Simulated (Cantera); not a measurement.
A closed system holds: 1 mol TiCl4, 11 mol H2O, at 1675 K.

These are equilibrium values from Cantera (NASA tables, ideal gas, pure condensed phases), not measurements of a reactor. Candidate condensed phases: H2O, Ti, TiCl2, TiCl3, TiCl4, TiO, TiO2, Ti2O3, Ti3O5, Ti4O7; 23 gas species. Gases not in the tables: TiO(OH)2. Rates play no part.

Problem. At 1.00 bar, list the 6 most abundant gas species with their mole fractions, and the condensed phases.

Solution. H2O 0.691, HCl 0.306, Cl 0.000942, H2 0.000869, O2 0.000150, OH 0.000132. Condensed: TiO2(rutile).
